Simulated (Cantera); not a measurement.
A perfectly stirred reactor is fed with CO : H₂ : CH₄ : O₂ : N₂ = 1 : 0.056 : 0.2 : 0.619 : 2.33 (molar parts), equivalence ratio 1.5, at 240000 Pa; it is adiabatic with a 700 K inlet, and is followed from long to short residence time, starting on the burning branch (τ in s: 0.054, 0.026, 0.013, 0.0061, 0.0029, 0.0014, 0.00068, 0.00033, 0.00016, 7.6e-05).

Computed with Cantera and GRI-Mech 3.0 (53 species, 325 reactions).

Problem. Predict: blow-out, bracketed by the residence times tried; x(CO) at τ = 54.0 ms; x(H₂) at τ = 54.0 ms; x(CH₄) at τ = 54.0 ms; x(CH₃) at τ = 54.0 ms; x(HO₂) at τ = 54.0 ms; x(CO) at τ = 1.40 ms; x(H₂) at τ = 1.40 ms; x(CH₄) at τ = 1.40 ms; x(CH₃) at τ = 1.40 ms; x(HO₂) at τ = 1.40 ms.

Solution. 
| Item | Result |
|---|---|
| blow-out, bracketed by the residence times tried | burning at 76.0 µs, the shortest tried |
| x(CO) at τ = 54.0 ms | 0.143 |
| x(H₂) at τ = 54.0 ms | 0.0145 |
| x(CH₄) at τ = 54.0 ms | 1.42e-6 |
| x(CH₃) at τ = 54.0 ms | 1.16e-6 |
| x(HO₂) at τ = 54.0 ms | 2.14e-7 |
| x(CO) at τ = 1.40 ms | 0.147 |
| x(H₂) at τ = 1.40 ms | 0.0154 |
| x(CH₄) at τ = 1.40 ms | 1.67e-5 |
| x(CH₃) at τ = 1.40 ms | 1.17e-5 |
| x(HO₂) at τ = 1.40 ms | 1.37e-6 |
